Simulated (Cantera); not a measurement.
Input (Python, Cantera) and output of one run.

```python
import numpy as np
import cantera as ct

gas_names = [...]  # 76 gases of nasa_gas.yaml made of C, H
cond_names = """
    C(gr) C6H6(L) C7H8(L) C8H18(L),n-octa
""".split()


# ... load() reads the species with a 1 bar reference pressure and builds the phases ...
atoms = {
    'toluene': {'C': 7, 'H': 8},
    'H2': {'H': 2},
}
top_T = {'C(gr)': 4500}  # K; cautious upper limits of use, not melting points


# ... equilibrate(T, P, feed) seeds the gas with the atoms and calls Mixture.equilibrate('TP', solver="vcs", rtol=1e-11, max_steps=5000) ...
results = []
feed = {'toluene': 1, 'H2': 12}  # mol
T = 1775  # K
for P in [10, 160, 2500, 40000, 630000, 10000000]:
    mix = equilibrate(T, P, feed)
    results.append((T, P, feed, dict(zip(mix.species_names, mix.species_moles))))

top = {s: max(r[3][s] / sum(r[3][g] for g in gas_names) for r in results) for s in gas_names}
cols = sorted((s for s in top if top[s] > 1e-06), key=lambda s: -top[s])[:5]
seen = [c for c in cond_names if any(r[3].get(c, 0) > 1e-12 for r in results)]
print("log10 of partial pressures in bar; condensed amounts in mol")
print(f"{'P/Pa':>10s}" + "".join(f"{s[:9]:>10s}" for s in cols + seen))
for T, P, feed, n in results:
    ng = sum(n[g] for g in gas_names)
    print(f"{P:10.4g}" + "".join(f"{np.log10(max(n[s] / ng * P / 1e5, 1e-99)):10.3f}" for s in cols)
          + "".join(f"{n.get(c, 0):10.4g}" for c in seen))
```

It prints:

```
log10 of partial pressures in bar; condensed amounts in mol
      P/Pa        H2       CH4         H      C2H4 C2H2,acet     C(gr)
        10    -4.013   -11.102    -5.545   -13.426    -7.859     6.996
       160    -2.799    -8.675    -4.938   -10.999    -6.646     6.995
      2500    -1.603    -6.283    -4.340    -8.607    -5.449     6.995
     4e+04    -0.398    -3.874    -3.738    -6.198    -4.245      6.99
   6.3e+05     0.797    -1.483    -3.140    -3.807    -3.050     6.911
     1e+07     1.967     0.857    -2.555    -1.467    -1.879     5.909
```

Cantera equilibrium calculation (NASA polynomials, part measured and part estimated; ideal gas, pure solids and liquids). The ideal-gas law is rough above about 30 bar.
